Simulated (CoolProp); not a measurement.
Vapour-liquid equilibrium of toluene (1) + n-octane (2) at 325.2 K; x and y are mole fractions of (1).

Computed with CoolProp (multi-fluid Helmholtz-energy mixture model, Lemmon 2006 and Beckmüller 2019; pair parameters Bell 2016).

| x | bubble pressure (MPa) | y at the bubble point | dew pressure at overall composition x (MPa) | liquid density (mol/L) |
|---|---|---|---|---|
| 0.05 | 0.007945 | 0.116 | 0.007614 | 6.028 |
| 0.125 | 0.008723 | 0.255 | 0.007990 | 6.196 |
| 0.2 | 0.009422 | 0.365 | 0.008399 | 6.374 |
| 0.275 | 0.01005 | 0.453 | 0.008843 | 6.561 |
| 0.35 | 0.01060 | 0.528 | 0.009324 | 6.759 |
| 0.425 | 0.01109 | 0.592 | 0.009842 | 6.968 |
| 0.5 | 0.01153 | 0.649 | 0.01039 | 7.189 |
| 0.575 | 0.01193 | 0.701 | 0.01097 | 7.425 |
| 0.65 | 0.01228 | 0.751 | 0.01154 | 7.675 |
| 0.725 | 0.01259 | 0.800 | 0.01210 | 7.941 |
| 0.8 | 0.01286 | 0.850 | 0.01259 | 8.225 |
| 0.875 | 0.01310 | 0.902 | 0.01298 | 8.528 |
| 0.95 | 0.01330 | 0.959 | 0.01327 | 8.852 |

No azeotrope shows between x = 0.05 and 0.95.

Pair parameters are fitted to limited data, so mixtures are less certain than the pure fluids.
